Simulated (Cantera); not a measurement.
A perfectly stirred reactor is fed with N₂O : H₂ : N₂ = 1 : 0.003 : 2.5 (molar parts), at 1.09 atm; it is held at 1623 K, and followed from long to short residence time.

Computed with Cantera and GRI-Mech 3.0 (53 species, 325 reactions). GRI-Mech 3.0 was tuned for natural gas; its chemistry of N2O as a main component is partial and can be far from experiment. The temperature is held fixed by assumption; the heat of reaction is taken as removed at once.

Q: Predict: x(N₂O) at τ = 0.350 s; x(H₂) at τ = 0.350 s; x(HO₂) at τ = 0.350 s; x(NO₂) at τ = 0.350 s; x(N₂O) at τ = 6.10 ms; x(H₂) at τ = 6.10 ms; x(HO₂) at τ = 6.10 ms; x(NO₂) at τ = 6.10 ms; x(H₂O₂) at τ = 6.10 ms.

A: 
* **x(N₂O) at τ = 0.350 s**: 0.00481
* **x(H₂) at τ = 0.350 s**: 9.06e-7
* **x(HO₂) at τ = 0.350 s**: 1.17e-7
* **x(NO₂) at τ = 0.350 s**: 0.000134
* **x(N₂O) at τ = 6.10 ms**: 0.114
* **x(H₂) at τ = 6.10 ms**: 1.89e-5
* **x(HO₂) at τ = 6.10 ms**: 5.31e-7
* **x(NO₂) at τ = 6.10 ms**: 0.000224
* **x(H₂O₂) at τ = 6.10 ms**: 2.62e-9
